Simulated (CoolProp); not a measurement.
A Linde-Hampson liquefier for CF4 (R14): isothermal reversible compression at 280 K from 1 atm to 10 MPa, throttling to 1 atm, return gas leaving the recuperator 2 K below the feed. Each further row changes one setting.

The numbers come from the reference Helmholtz-energy equation of state, Platzer 1990 in CoolProp. This equation is an older, rougher fit; its heat capacities, sound speeds and derivatives of the liquid may be far off and weren't checked against measurements.

```json
[
 {"case": "as stated", "liquid yield per pass": "?", "compression work (kJ/kg of gas)": "109"},
 {"case": "high pressure 20 MPa", "liquid yield per pass": "?", "compression work (kJ/kg of gas)": "?"},
 {"case": "warm-end temperature 310 K", "liquid yield per pass": "?", "compression work (kJ/kg of gas)": "?"},
 {"case": "warm-end gap 7 K", "liquid yield per pass": "0.231", "compression work (kJ/kg of gas)": "109"}
]
```

Q: Some entries are withheld; supply them.

A: 
- as stated, liquid yield per pass: 0.243
- high pressure 20 MPa, liquid yield per pass: 0.327
- high pressure 20 MPa, compression work (kJ/kg of gas): 121
- warm-end temperature 310 K, liquid yield per pass: 0.157
- warm-end temperature 310 K, compression work (kJ/kg of gas): 126
